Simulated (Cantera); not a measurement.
Feed: 1 mol SiH4, 0.014 mol C2H4, 18 mol H2, held at 100000 Pa.

These are equilibrium values from Cantera (NASA tables, ideal gas, pure condensed phases), not measurements of a reactor. Candidate condensed phases: C, C6H6, C7H8, C8H18, Si, SiC; 87 gas species. Mutual solubility and eutectic melting of coexisting phases are not modelled. Gases not in the tables: Si2H6 and higher silanes. The numbers say what is thermodynamically allowed, not how fast it happens.

Problem. What share of the Si ends up in condensed phases as a function of T (K), at 2098, 2173, 2248, 2323, 2398, 2473, 2548, 2623?

Solution. 
```
T (K)  Si condensed (%)              as
-----  ----------------  --------------
2098               99.2  Si(l) + SiC(s)
2173               98.6  Si(l) + SiC(s)
2248               97.4  Si(l) + SiC(s)
2323               95.3  Si(l) + SiC(s)
2398               91.7  Si(l) + SiC(s)
2473               85.6           Si(l)
2548               76.7           Si(l)
2623               63.0           Si(l)
```
